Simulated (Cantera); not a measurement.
Feed: 1 mol MgO, 0.12 mol HCl, 0.52 mol N2, at 101000 Pa.

Equilibrium computed with Cantera from the NASA thermochemical tables; the gas is ideal and each condensed phase is pure. Candidate condensed phases: H2O, Mg, MgCl2, MgO, Mg(OH)2, NH4Cl; 38 gas species. Mutual solubility and eutectic melting of coexisting phases are not modelled. Kinetics and transport are ignored.

Task: Which condensed phases are stable at each of these points (T (K)): 1075, 1150, 1225, 1300, 1375, 1450, 1525, 1600?

Result: 
```
T (K)   condensed phases  Mg condensed (%)
-----  -----------------  ----------------
1075   MgCl2(l) + MgO(s)              99.9
1150              MgO(s)              99.8
1225              MgO(s)              99.8
1300              MgO(s)              99.6
1375              MgO(s)              99.5
1450              MgO(s)              99.3
1525              MgO(s)              99.2
1600              MgO(s)              99.0
```

At 1075 K the condensed part is MgCl2(l) + MgO(s). From 1150 K to 1600 K the condensed part is MgO(s).
